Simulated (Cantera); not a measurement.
Input (Python, Cantera) and output of one run.

```python
import numpy as np
import cantera as ct

gas_names = """
    CL CL2 H HCL H2 N NH NH2 NH3 N2 N2H2 N2H4 Si SiCL SiCL2 SiCL3 SiCL4 SiH SiHCL3 SiH2 SiH2CL2 SiH3
    SiH3CL SiH4 SiN Si2 Si2N Si3
""".split()
cond_names = """
    NH4CL(a) NH4CL(b) Si(cr) Si(L) Si3N4(a)
""".split()


# ... load() reads the species with a 1 bar reference pressure and builds the phases ...
atoms = {
    'SiCl4': {'Si': 1, 'CL': 4},
    'N2': {'N': 2},
    'NH3': {'N': 1, 'H': 3},
}
top_T = {'Si3N4(a)': 2400}  # K; cautious upper limits of use, not melting points


# ... equilibrate(T, P, feed) seeds the gas with the atoms and calls Mixture.equilibrate('TP', solver="vcs", rtol=1e-11, max_steps=5000) ...
results = []
feed = {'SiCl4': 1, 'N2': 92, 'NH3': 0.48}  # mol
T = 725  # K
P = 47000  # Pa
mix = equilibrate(T, P, feed)
results.append((T, P, feed, dict(zip(mix.species_names, mix.species_moles))))
print(gas.report(threshold=0.0001))
for i in range(1, mix.n_phases):
    print(f"{mix.phase(i).name:16s} {mix.phase_moles(i):12.5e} mol")
```

It prints:

```
       temperature   725 K
          pressure   47000 Pa
           density   0.22734 kg/m^3
  mean mol. weight   29.157 kg/kmol
   phase of matter   gas

                          1 kg             1 kmol
                     ---------------   ---------------
          enthalpy        2.3173e+05        6.7566e+06  J
   internal energy             24989        7.2862e+05  J
           entropy            7772.2        2.2662e+05  J/K
    Gibbs function       -5.4031e+06       -1.5754e+08  J
 heat capacity c_p            1078.5             31445  J/K
 heat capacity c_v            793.31             23131  J/K

                      mass frac. Y      mole frac. X     chem. pot. / RT
                     ---------------   ---------------   ---------------
               HCL          0.014807          0.011842           -44.038
                H2        0.00011989         0.0017339           -23.882
                N2           0.94037           0.97875           -24.882
             SiCL4          0.044699         0.0076716           -158.86
     [  +24 minor]        1.7515e-06        5.7815e-07

NH4CL(b)          0.00000e+00 mol
Si(cr)            0.00000e+00 mol
Si3N4(a)          9.28096e-02 mol
```

Equilibrium computed with Cantera from the NASA thermochemical tables; the gas is ideal and each condensed phase is pure.
